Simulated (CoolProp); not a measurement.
The numbers come from the reference Helmholtz-energy equation of state, Gao 2022 in CoolProp.

Q: For n-perfluorohexane, give the phase and the density (kg/m³), cp (kJ/(kg K)), isothermal compressibility (1/MPa), expansivity (1/kK) at 332 K and 0.101 MPa.

A: 
- 332 K and 0.101 MPa: gas; density 13.2, cp 0.880, isothermal compressibility 10.6, expansivity 3.74
